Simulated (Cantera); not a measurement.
A perfectly stirred reactor is fed with H₂ : O₂ : N₂ = 1 : 0.98 : 3.69 (molar parts), equivalence ratio 0.51, at 101000 Pa; it is adiabatic with a 400 K inlet, and is followed from long to short residence time, starting on the burning branch (τ in s: 0.31, 0.077, 0.019, 0.0047, 0.0012, 0.00029, 7.1e-05, 1.8e-05, 4.4e-06).

Computed with Cantera and the H2/O2 subset of GRI-Mech 3.0, which has no nitrogen chemistry.

x: mole fraction; the columns are a selection and need not sum to one.

```
τ (s)    T (K)      x H₂    x O₂       x H       x O     x OH   x H₂O₂    x HO₂
-------  -----  --------  ------  --------  --------  -------  -------  -------
0.31      1746   8.64e-5  0.0926   6.58e-6   7.26e-5  0.00101  8.40e-8  1.19e-6
0.077     1742  0.000208  0.0924   2.40e-5  0.000172  0.00153  1.46e-7  2.34e-6
0.019     1734  0.000521  0.0922   9.60e-5  0.000431  0.00239  2.62e-7  5.21e-6
0.0047    1717   0.00130  0.0919  0.000383   0.00108  0.00366  4.66e-7  1.15e-5
0.0012    1679       ___  0.0917       ___       ___      ___      ___      ___
0.00029   1596   0.00701  0.0922   0.00481   0.00524  0.00659  1.72e-6  4.02e-5
7.1e-5    1437    0.0167  0.0966    0.0126   0.00792  0.00631  4.61e-6  6.50e-5
1.8e-5     400     0.176   0.173    <1e-12    <1e-12   <1e-12   <1e-12   <1e-12
4.4e-6     400     0.176   0.173    <1e-12    <1e-12   <1e-12   <1e-12   <1e-12
```

Task: Some entries are withheld; supply them.

Result: 
- 0.0012, x H₂: 0.00305
- 0.0012, x H: 0.00141
- 0.0012, x O: 0.00250
- 0.0012, x OH: 0.00522
- 0.0012, x H₂O₂: 8.31e-7
- 0.0012, x HO₂: 2.27e-5
